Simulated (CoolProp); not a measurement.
Decamethyltetrasiloxane (MD2M) along the isobar 0.285 MPa: density (kg/m³) from the reference equation and from simpler models built on Tc = 326.2 °C, pc = 1.144 MPa, ω = 0.635; each cubic takes its own stable root.

Model: reference Helmholtz-energy equation of state, Thol 2017, in CoolProp.

```json
[
 {"T (°C)": "-29.15", "phase": "liquid", "reference": "903.4"},
 {"T (°C)": "-6.75", "phase": "liquid", "reference": "880.7"},
 {"T (°C)": "15.65", "phase": "liquid", "reference": "858.3"},
 {"T (°C)": "38.05", "phase": "liquid", "reference": "836.1"},
 {"T (°C)": "60.45", "phase": "liquid", "reference": "813.8"},
 {"T (°C)": "82.85", "phase": "liquid", "reference": "791.3"},
 {"T (°C)": "105.25", "phase": "liquid", "reference": "768.4"},
 {"T (°C)": "127.65", "phase": "liquid", "reference": "745.0"},
 {"T (°C)": "150.05", "phase": "liquid", "reference": "720.6"},
 {"T (°C)": "172.45", "phase": "liquid", "reference": "695.0"},
 {"T (°C)": "194.85", "phase": "liquid", "reference": "667.6"},
 {"T (°C)": "217.25", "phase": "liquid", "reference": "637.8"},
 {"T (°C)": "239.65", "phase": "liquid", "reference": "604.5"},
 {"T (°C)": "262.05", "phase": "gas", "reference": "23.05"},
 {"T (°C)": "284.45", "phase": "gas", "reference": "21.57"},
 {"T (°C)": "306.85", "phase": "gas", "reference": "20.34"}
]
```

### Question
How far does each simpler model (van der Waals, Redlich-Kwong, Soave-Redlich-Kwong, Peng-Robinson) lie from the reference over these 16 states: mean and median of the absolute difference, and the worst?

### Answer
- van der Waals: mean 49.4 %, median 44.4 %, worst -96.1 % at 239.65 °C and 0.285 MPa
- Redlich-Kwong: mean 24.7 %, median 18.0 %, worst -96.0 % at 239.65 °C and 0.285 MPa
- Soave-Redlich-Kwong: mean 10.0 %, median 11.1 %, worst -15.7 % at -29.15 °C and 0.285 MPa
- Peng-Robinson: mean 1.9 %, median 1.3 %, worst -5.7 % at -29.15 °C and 0.285 MPa

At some of these states van der Waals, Redlich-Kwong gives the other phase, because its saturation line lies elsewhere.
